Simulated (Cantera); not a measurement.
Charge: 1 mol HMDSO, 0.72 mol H₂O, at 1248.15 K and 0.133 bar.

Cantera equilibrium calculation (NASA polynomials, part measured and part estimated; ideal gas, pure solids and liquids). Candidate condensed phases: C, C₆H₆, C₇H₈, C₈H₁₈, H₂O, Si, SiC, SiO₂; 123 gas species. The feed counts by its element totals alone. Mutual solubility and eutectic melting of coexisting phases are not modelled. The tables hold silica as quartz up to 1696 K and as liquid above; real silica turns to tridymite and cristobalite and melts near 1996 K. Rates play no part.

Base state: H₂ 0.997, CH₄ 0.00148, CO 0.00131 (mole fractions); condensed: C(graphite) + SiC(s) + SiO₂(β-quartz).

Task: What changes in the equilibrium state with this change: temperature from 1248.15 K to 1323.15 K?

Result: 
| species | before | after |
|---|---|---|
| H₂ | 0.997 | 0.992 |
| CO | 0.00131 | 0.00680 |
| CH₄ | 0.00148 | 0.000892 |
| C(graphite), mol | 4.83 | 4.75 |
| SiC(s), mol | 1.15 | 1.17 |
| SiO₂(β-quartz), mol | 0.854 | 0.827 |
